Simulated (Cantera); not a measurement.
## Metals in furnace atmospheres: Fe + CO + N2

Charge: 1 mol Fe, 0.25 mol CO, 22 mol N2.

Cantera equilibrium calculation (NASA polynomials, part measured and part estimated; ideal gas, pure solids and liquids). Candidate condensed phases: C, Fe, Fe(CO)5, FeO, Fe2O3, Fe3O4; 27 gas species. Iron dissolves carbon and melts from about 1420 K in contact with it, which pure phases cannot show. Condensed phases not in the tables: cementite and carbon dissolved in iron. The numbers say what is thermodynamically allowed, not how fast it happens.

Task: Map the stable condensed phases over T = 973, 1073, 1173, 1273, 1373, 1473, 1573, 1673, 1773, 1873, 1973, 2073 K and P in Pa = 10, 61, 370, 2200, 13000, 82000, 500000, 3000000.

Result: 
```
T in K \ P in Pa
              10      61     370    2200   13000   82000  500000 3000000
   2073        A       A       A       B       B       B       B       B
   1973        A       A       A       B       B       B       B       B
   1873        A       A       B       B       B       B       B       B
   1773        A       B       B       B       B       B       B       B
   1673        B       B       B       B       B       B       B       B
   1573        B       B       B       B       B       B       B       C
   1473        B       B       B       B       B       B       B       C
   1373        B       B       B       B       B       B       C       C
   1273        B       B       B       B       B       B       C       C
   1173        B       B       B       B       B       C       C       C
   1073        B       B       B       B       C       C       C       C
    973        B       B       B       C       C       C       C       C
```
A: gas only; B: Fe; C: C + Fe.
